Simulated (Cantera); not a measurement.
A perfectly stirred reactor is fed with 0.346 % CH4, 0.791 % O2, 98.9 % N2, equivalence ratio 0.88, at 1.00 bar; it is held at 1450 K, and followed from long to short residence time.

Model: GRI-Mech 3.0 (53 species, 325 reactions), integrated in Cantera.

Question: Predict: x(CH4) at τ = 2.00 s; x(O2) at τ = 2.00 s; x(O) at τ = 2.00 s; x(NO2) at τ = 2.00 s; x(CH4) at τ = 43.0 ms; x(O2) at τ = 43.0 ms; x(O) at τ = 43.0 ms; x(NO2) at τ = 43.0 ms; x(HCO) at τ = 43.0 ms.

Answer: 
- x(CH4) at τ = 2.00 s: 1.21e-6
- x(O2) at τ = 2.00 s: 0.00101
- x(O) at τ = 2.00 s: 7.92e-6
- x(NO2) at τ = 2.00 s: 3.29e-9
- x(CH4) at τ = 43.0 ms: 1.19e-5
- x(O2) at τ = 43.0 ms: 0.00130
- x(O) at τ = 43.0 ms: 6.98e-5
- x(NO2) at τ = 43.0 ms: 1.86e-9
- x(HCO) at τ = 43.0 ms: 1.53e-8
